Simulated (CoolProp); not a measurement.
Vapour-liquid equilibrium of p-xylene (1) + n-nonane (2) at 439.8 K; x and y are mole fractions of (1).

Computed with CoolProp (multi-fluid Helmholtz-energy mixture model, Zhou 2012 and Lemmon 2006; pair parameters Bell 2016).

Task: Give the bubble pressure and the first vapour's composition at x = 0.05, 0.5, 0.65. Is there an azeotrope?

Result: x = 0.05: 0.1547 MPa, y = 0.067; x = 0.5: 0.1793 MPa, y = 0.565; x = 0.65: 0.1868 MPa, y = 0.706. No azeotrope shows between x = 0.05 and 0.95.

The pair parameters rest on a limited set of measurements; away from them the model extrapolates.
